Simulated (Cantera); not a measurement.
Feed: 1 mol Si, 7.9 mol H2, at 0.100 bar.

These are equilibrium values from Cantera (NASA tables, ideal gas, pure condensed phases), not measurements of a reactor. Candidate condensed phases: Si; 9 gas species. The numbers say what is thermodynamically allowed, not how fast it happens. All values below are at 1523 K.

Base state: H2 1.000, H 7.31e-5 (mole fractions); condensed: Si(s).

What changes in the equilibrium state with this change: 0.012 mol O2 added?


```
species      before    after
----------  -------  -------
H2            1.000    0.997
SiO               0  0.00303
H           7.31e-5  7.30e-5
Si(s), mol    1.000    0.976
```
Further candidate phases: H2O, SiO2.

What changes in the equilibrium state with this change: Si replaced by SiCl4?


```csv
species,before,after
H2,1.000,0.717
HCl,0,0.180
SiCl2,0,0.0827
SiCl3,0,0.0120
SiCl4,0,0.00518
SiHCl3,0,0.00232
SiH2Cl2,0,0.000167
"Si(s), mol",1.000,0
```
The tables' values for SiCl3 are old estimates; treat these amounts as uncertain.
